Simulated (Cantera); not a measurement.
A freely propagating, adiabatic, planar premixed flame of H2 : O2 : N2 = 1 : 0.455 : 1.71 (molar parts), equivalence ratio 1.1, unburnt at 325 K and 0.140 bar; mixture-averaged transport, grid criteria slope 0.08 and curve 0.16, no radiation.

Cantera simulation using the H2/O2 subset of GRI-Mech 3.0, which has no nitrogen chemistry; the numbers are that mechanism's predictions, not measurements. Burning velocities carry a grid error of a few per cent, more on coarse grids.

Question: What does this change do: inlet temperature 325 to 673 K?

Answer: 
| quantity | before | after |
|---|---|---|
| laminar burning velocity | 240 cm/s | 794 cm/s |
| thermal thickness | 5.00 mm | 6.56 mm |
| peak x(H2O2) | 4.44e-5 | 8.39e-7 |
| peak x(H) | 0.0819 | 0.106 |
| peak x(O) | 0.0113 | 0.0160 |

Question: What does this change do: O2 0.455 to 0.57 parts?

Answer: 
```
quantity                    before     after
------------------------  --------  --------
laminar burning velocity  240 cm/s  250 cm/s
thermal thickness          5.00 mm   4.59 mm
peak x(H2O2)               4.44e-5   4.81e-5
peak x(H)                   0.0819    0.0738
peak x(O)                   0.0113    0.0173
```
